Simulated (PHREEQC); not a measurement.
PHREEQC input (ion-association model, wateq4f.dat):

```
SOLUTION_MASTER_SPECIES
  An  An-  0  An  62.0  # stands for a non-complexing anion
SOLUTION_SPECIES
  An- = An-
    -log_k 0
    -gamma 3.0 0
PHASES
  Fix_H+
    H+ = H+
    -log_k 0
SOLUTION 1
  temp 25
  units mmol/kgw
  pH 7 charge
  F 0.16
  Na 1.16
  S(6) 0.062
  Ag 0.124
  An 1
END
SELECTED_OUTPUT 1
  -reset false
  -pH true
  -pe true
  -ionic_strength true
  -water true
  -totals Ag F Na S S(-2) S(6)
  -molalities Hfo_wOH Hfo_wOH2+ Hfo_wO- Hfo_sOH Hfo_sOH2+ Hfo_sO- Hfo_wF Hfo_wOHF- Hfo_sOAg Hfo_wOAg
    Hfo_wSO4- Hfo_wOHSO4-2
  -saturation_indices Ag2O Ag2SO4 Mirabilite
USER_PUNCH 1
  -headings sigma psi
  10 PUNCH EDL("sigma", "Hfo"), EDL("psi", "Hfo")
PRINT
  -reset false
USE solution 1
SURFACE 1
  Hfo_wOH 0.0011236 600 0.5
  Hfo_sOH 2.80899e-05
EQUILIBRIUM_PHASES 1
  Fix_H+ -4 HAn 10
    -force_equality true
  O2(g) -0.68 10
END
# ... the last block is repeated for the other 16 points of pH, with NaOH or the acid as the point needs
```

Selected output (columns that matter, 9 of 17 rows; pH added in front):

```
pH	mu	Ag	F	Na	S	m_Hfo_wOH	m_Hfo_wOH2+	m_Hfo_wO-	m_Hfo_sOH	m_Hfo_sOH2+	si_Ag2O	si_Mirabilite	sigma	psi
4	0.0015351	0.00012371	3.797e-06	0.00116	6.3892e-09	0.00041773	0.00047933	8.3397e-06	1.2826e-05	1.4718e-05	-12.433	-13.072	0.094685	0.19109
5	0.0013505	0.00012066	1.5685e-05	0.00116	1.6474e-07	0.00055422	0.00034266	2.0536e-05	1.4974e-05	9.2577e-06	-10.453	-11.65	0.038161	0.14782
6	0.0012966	0.0001075	6.2043e-05	0.00116	5.5342e-06	0.0006671	0.00026296	3.877e-05	8.2155e-06	3.2384e-06	-8.5525	-10.121	0.014555	0.10023
7	0.0013072	9.4259e-05	0.00012118	0.00116	4.4602e-05	0.00080554	0.00017153	8.6664e-05	1.5142e-06	3.2243e-07	-6.6674	-9.2157	0.0057169	0.056894
8	0.0013374	6.8641e-05	0.00015329	0.0012073	6.1551e-05	0.00083575	0.00013078	0.00012235	2.2176e-07	3.4702e-08	-4.9437	-9.0422	0.00047286	0.0056516
9	0.0013627	1.9784e-05	0.00015927	0.0012896	6.1995e-05	0.00080307	0.00011427	0.00012929	7.7558e-08	1.1036e-08	-4.0253	-8.9825	-0.0050482	-0.051063
10	0.0014767	2.5046e-06	0.00015992	0.0014402	6.2e-05	0.000786	9.4921e-05	0.0001491	6.194e-08	7.4801e-09	-3.8294	-8.8908	-0.017454	-0.106
11	0.0024908	3.0052e-07	0.00015999	0.0025181	6.2e-05	0.00074226	5.464e-05	0.000231	5.715e-08	4.207e-09	-3.7594	-8.4381	-0.056732	-0.15244
12	0.012896	1.4732e-07	0.00016	0.013137	6.1999e-05	0.00042071	6.7548e-06	0.00060028	3.2341e-08	5.1926e-10	-3.2651	-7.1712	-0.19092	-0.17248
```

Species that the database lacks are ignored.
